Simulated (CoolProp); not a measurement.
Saturation properties of acetone.

Computed with CoolProp (reference Helmholtz-energy equation of state, Lemmon 2006). It is a short technical equation, of lower accuracy than the large ones.

```csv
T (°C),p (bar),liquid density (kg/m³),enthalpy of vaporisation (kJ/kg),liquid cp (kJ/(kg K)),surface tension (mN/m)
-14.95,0.03988,828.2,573.2,2.062,27.8
-1.15,0.08747,813.3,560.0,2.086,26.0
12.65,0.1756,798.3,546.5,2.114,24.3
26.45,0.3270,783.0,532.7,2.147,22.5
40.35,0.5735,767.3,518.4,2.183,20.8
54.15,0.9483,751.2,503.5,2.223,19.1
67.95,1.496,734.7,488.1,2.268,17.4
81.75,2.267,717.6,471.8,2.317,15.8
95.55,3.316,699.8,454.5,2.371,14.1
```

It boils at 56.1 °C under 1 atm.

Surface tension comes from a separate correlation (Mulero 2012).
